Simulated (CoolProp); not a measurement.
A simple Rankine cycle with R245fa: condensing at 309.15 K, boiler at 0.714 MPa, turbine inlet 439 K, turbine efficiency 0.9, pump efficiency 0.8, no recuperator. Each further row changes one setting.

The numbers come from the reference Helmholtz-energy equation of state, Akasaka 2015 in CoolProp.

| case | thermal efficiency (%) | net work (kJ/kg) | heat in (kJ/kg) | turbine exit temperature (K) | volume ratio over the turbine |
|---|---|---|---|---|---|
| as stated | 8.4 | ___ | 312 | 410.4 | ___ |
| condensing temperature 301.15 K | ___ | 32.4 | ___ | 404.1 | ___ |
| boiler pressure 0.5 MPa | ___ | 18.8 | 314 | 419.4 | 2.22 |
| turbine efficiency 0.8 | ___ | 23.3 | 312 | ___ | 3.19 |

Q: Complete the blanks.

A: 
- as stated, net work (kJ/kg): 26.3
- as stated, volume ratio over the turbine: 3.17
- condensing temperature 301.15 K, thermal efficiency (%): 10.0
- condensing temperature 301.15 K, heat in (kJ/kg): 323
- condensing temperature 301.15 K, volume ratio over the turbine: 4.14
- boiler pressure 0.5 MPa, thermal efficiency (%): 6.0
- turbine efficiency 0.8, thermal efficiency (%): 7.5
- turbine efficiency 0.8, turbine exit temperature (K): 413.2
